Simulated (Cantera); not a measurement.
A closed system holds: 1 mol TEOS, 3.5 mol N2O, 0.48 mol H2, at 1575 K and 58.0 mbar.

These are equilibrium values from Cantera (NASA tables, ideal gas, pure condensed phases), not measurements of a reactor. Candidate condensed phases: C, C6H6, C7H8, C8H18, H2O, Si, SiC, SiO2, Si2N2O, Si3N4; 151 gas species. The feed counts by its element totals alone. Kinetics and transport are ignored.

Base state: H2 0.511, CO 0.341, N2 0.146, HCN 0.000478, SiO 0.000424, H 0.000123, CH4 2.76e-5, C2H2 (acetylene) 1.08e-5 (mole fractions); condensed: C(graphite) + Si2N2O(s).

Task: What changes in the equilibrium state with this change: TEOS replaced by HMDSO?

Result: 
```tsv
species	before	after
H2	0.511	0.612
CO	0.341	0.226
N2	0.146	0.161
SiO	0.000424	0.000329
CH4	2.76e-5	3.95e-5
H2O	1.04e-5	8.22e-6
C(graphite), mol	0.994	2.49
Si2N2O(s), mol	0.496	0.997
```

Task: What changes in the equilibrium state with this change: N2O from 3.5 to 4.7 mol?

Result: 
```json
[
 {"species": "H2", "before": "0.511", "after": "0.460"},
 {"species": "CO", "before": "0.341", "after": "0.351"},
 {"species": "N2", "before": "0.146", "after": "0.188"},
 {"species": "SiO", "before": "0.000424", "after": "0.00117"},
 {"species": "C2H2 (acetylene)", "before": "1.08e-5", "after": "1.07e-7"},
 {"species": "CH4", "before": "2.76e-5", "after": "2.35e-6"},
 {"species": "C(graphite), mol", "before": "0.994", "after": "0"},
 {"species": "Si2N2O(s), mol", "before": "0.496", "after": "0.425"},
 {"species": "SiO2(β-quartz), mol", "before": "0", "after": "0.124"}
]
```
Mutual solubility and eutectic melting of coexisting phases are not modelled. The tables hold silica as quartz up to 1696 K and as liquid above; real silica turns to tridymite and cristobalite and melts near 1996 K.

Task: What changes in the equilibrium state with this change: 1 mol O2 added?

Result: 
| species | before | after |
|---|---|---|
| H2 | 0.511 | 0.479 |
| CO | 0.341 | 0.366 |
| N2 | 0.146 | 0.153 |
| SiO | 0.000424 | 0.00125 |
| C2H2 (acetylene) | 1.08e-5 | 1.40e-7 |
| CO2 | 2.39e-6 | 2.34e-5 |
| CH4 | 2.76e-5 | 2.85e-6 |
| HCN | 0.000478 | 5.56e-5 |
| C(graphite), mol | 0.994 | 0 |
| Si2N2O(s), mol | 0.496 | 0.158 |
| SiO2(β-quartz), mol | 0 | 0.657 |
Mutual solubility and eutectic melting of coexisting phases are not modelled. The tables hold silica as quartz up to 1696 K and as liquid above; real silica turns to tridymite and cristobalite and melts near 1996 K.
